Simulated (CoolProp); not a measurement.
Ethane at 298.15 K and 2.26 MPa is compressed adiabatically to 10.4 MPa with isentropic efficiency 0.6. Each further row changes one setting.

The numbers come from the reference Helmholtz-energy equation of state, Bücker 2006 in CoolProp.

| case | work (kJ/kg) | final temperature (K) | final density (kg/m³) |
|---|---|---|---|
| as stated | ___ | ___ | ___ |
| efficiency 1 | ___ | ___ | ___ |
| efficiency 0.65 | 166 | 416.2 | 120 |

Fill in the missing entries.


- as stated, work (kJ/kg): 180
- as stated, final temperature (K): 420.7
- as stated, final density (kg/m³): 117
- efficiency 1, work (kJ/kg): 108
- efficiency 1, final temperature (K): 397.9
- efficiency 1, final density (kg/m³): 135
